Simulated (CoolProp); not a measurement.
Vapour-liquid equilibrium of carbon dioxide (1) + R142b (2) at -30.35 °C; x and y are mole fractions of (1).

Model: multi-fluid Helmholtz-energy mixture model, Span 1996 and Lemmon 2006; pair parameters Bell 2016, in CoolProp.

```csv
x,bubble pressure (MPa),y at the bubble point,dew pressure at overall composition x (MPa),liquid density (mol/L)
0.05,0.09457,0.598,0.04126,12.69
0.15,0.2217,0.841,0.04601,13.45
0.25,0.3624,0.911,0.05198,14.28
0.35,0.5077,0.943,0.05972,15.19
0.45,0.6507,0.960,0.07014,16.20
0.55,0.7882,0.971,0.08495,17.32
0.65,0.9206,0.979,0.1077,18.57
0.75,1.051,0.986,0.1472,19.98
0.85,1.186,0.991,0.2328,21.59
0.95,1.332,0.997,0.5600,23.44
```

No azeotrope shows between x = 0.05 and 0.95.

Pair parameters are fitted to limited data, so mixtures are less certain than the pure fluids.
